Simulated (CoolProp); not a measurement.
A simple Rankine cycle with tetrahydrofuran: condensing at 321.15 K, boiler at 1.44 MPa, turbine inlet 467.3 K, turbine efficiency 0.6, pump efficiency 0.7, no recuperator. Each further row changes one setting.

Model: reference Helmholtz-energy equation of state, Fiedler 2023, in CoolProp.

| case | thermal efficiency (%) | net work (kJ/kg) | heat in (kJ/kg) | turbine exit temperature (K) | volume ratio over the turbine |
|---|---|---|---|---|---|
| as stated | 13.8 | 84.3 | 612 | 395.6 | 26.8 |
| turbine inlet 487.3 K | 13.8 | 89.8 | 651 | 417.5 | 26.3 |
| condensing temperature 313.15 K | 14.6 | 91.6 | 627 | 390.4 | 35.8 |
| boiler pressure 1.01 MPa | 12.6 | 78.8 | 623 | 406.6 | 18.0 |
| turbine efficiency 0.5 | 11.4 | 69.9 | 612 | 405.3 | 27.4 |
